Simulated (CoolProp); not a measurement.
Vapour-liquid equilibrium of diethyl ether (1) + benzene (2) at 0.157 MPa; x and y are mole fractions of (1).

Model: multi-fluid Helmholtz-energy mixture model, Thol 2014 and Thol 2012; pair parameters Bell 2016, in CoolProp.

| x | bubble temperature, mixture model (°C) | bubble temperature, Raoult's law (°C) | y, mixture model | y, Raoult's law |
|---|---|---|---|---|
| 0.05 | 90.6 | 90.4 | 0.156 | 0.166 |
| 0.15 | 82.9 | 82.5 | 0.390 | 0.410 |
| 0.25 | 76.5 | 75.9 | 0.554 | 0.575 |
| 0.35 | 70.9 | 70.3 | 0.673 | 0.693 |
| 0.45 | 66.1 | 65.5 | 0.763 | 0.779 |
| 0.55 | 61.8 | 61.3 | 0.831 | 0.843 |
| 0.65 | 58.0 | 57.6 | 0.884 | 0.893 |
| 0.75 | 54.6 | 54.3 | 0.927 | 0.932 |
| 0.85 | 51.5 | 51.3 | 0.961 | 0.964 |
| 0.95 | 48.7 | 48.6 | 0.988 | 0.989 |

The largest gap from Raoult's law is +0.6 K in bubble temperature, at x = 0.35. No azeotrope shows between x = 0.05 and 0.95.

Pair parameters are fitted to limited data, so mixtures are less certain than the pure fluids.
